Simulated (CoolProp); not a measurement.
Vapour-liquid equilibrium of CHF3 (R23) (1) + CH2F2 (R32) (2) at 274.1 K; x and y are mole fractions of (1).

Model: multi-fluid Helmholtz-energy mixture model, Penoncello 2003 and Tillner-Roth 1997; pair parameters Bell 2016, in CoolProp.

Give the bubble pressure and the first vapour's composition at x = 0.05, 0.55, 0.95. Is there an azeotrope?

x = 0.05: 0.9159 MPa, y = 0.116; x = 0.55: 1.730 MPa, y = 0.731; x = 0.95: 2.457 MPa, y = 0.973. No azeotrope shows between x = 0.05 and 0.95.

The pair parameters rest on a limited set of measurements; away from them the model extrapolates.
